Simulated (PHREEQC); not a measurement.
Na2CO3 is added in steps, without added water, to 1 kg of water holding 0.0018 mol/kgw NaHSO4 and 0.026 mol/kgw K2HPO4, at 25 °C. Oxygen alone is held at its pressure in air (log pO2 = -0.68). The system is closed to CO2. Only these solids could form: Mirabilite, Nahcolite, Natron.

Base run: PHREEQC, ion-association model, wateq4f.dat. Each further column changes one thing. The table gives pH.

```
Na2CO3 added (mol)  base  temperature from 25 to 45 °C  K2HPO4 left out  NaHSO4 left out  no solid may form
------------------  ----  ----------------------------  ---------------  ---------------  -----------------
0                   8.02                          7.97             2.82             9.32               8.02
0.00026             8.09                          8.04             2.97             9.68               8.09
0.00052             8.18                          8.12             3.20             9.86               8.18
0.00065             8.22                          8.16             3.38             9.92               8.22
0.00091             8.33                          8.27             4.92            10.01               8.33
0.00117             8.47                          8.40             6.25            10.08               8.47
0.00143             8.65                          8.57             6.77            10.13               8.65
0.00169             8.89                          8.77             7.46            10.18               8.89
0.00195             9.14                          8.99             9.07            10.22               9.14
0.00208             9.26                          9.08             9.33            10.23               9.26
0.00234             9.43                          9.24             9.60            10.26               9.43
0.0026              9.56                          9.36             9.76            10.29               9.56
```

H3PO4, which wateq4f.dat lacks, is added to it with the constant of phreeqc.dat. Away from 25 °C the constants follow the database's enthalpies or fits; those with neither stay at their 25 °C values.  Solids allowed in the column 'NaHSO4 left out': Nahcolite, Natron.
